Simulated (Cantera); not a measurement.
# Catalytic combustion on Pt

An isothermal plug-flow reactor at 675 K and 160000 Pa (inlet), inlet velocity 0.18 m/s, active area per volume 5200 1/m; feed 0.354 % H2, 12.2 % O2, 87.5 % N2, equivalence ratio 0.015.

Detailed kinetics in Cantera: Deutschmann's 1995 Pt surface mechanism with GRI-Mech 3.0 gas chemistry. Catalytic surfaces can have several steady states; this one follows from the mechanism file's or the stated starting coverage. Mass transfer to the wall is taken as infinitely fast.

| z (m) | x H2 | x O2 | x H2O | θ free Pt | θ O* | θ OH* |
|---|---|---|---|---|---|---|
| 0.00012 | 0.000509 | 0.120 | 0.00304 | 0.00867 | 0.990 | 0.00155 |
| 0.00021 | 0.000285 | 0.120 | 0.00326 | 0.00603 | 0.993 | 0.00133 |
| 0.00035 | 0.000147 | 0.120 | 0.00340 | 0.00463 | 0.994 | 0.00118 |
| 0.00058 | 6.14e-5 | 0.120 | 0.00349 | 0.00389 | 0.995 | 0.00109 |
| 0.00097 | 1.67e-5 | 0.120 | 0.00353 | 0.00354 | 0.995 | 0.00104 |
| 0.0016 | 2.30e-6 | 0.120 | 0.00355 | 0.00344 | 0.996 | 0.00103 |
| 0.0027 | 7.55e-8 | 0.120 | 0.00355 | 0.00342 | 0.996 | 0.00103 |
| 0.0045 | 2.83e-10 | 0.120 | 0.00355 | 0.00342 | 0.996 | 0.00103 |
| 0.0075 | <1e-12 | 0.120 | 0.00355 | 0.00342 | 0.996 | 0.00103 |
| 0.012 | <1e-12 | 0.120 | 0.00355 | 0.00342 | 0.996 | 0.00103 |
x: gas mole fraction; θ: surface coverage.
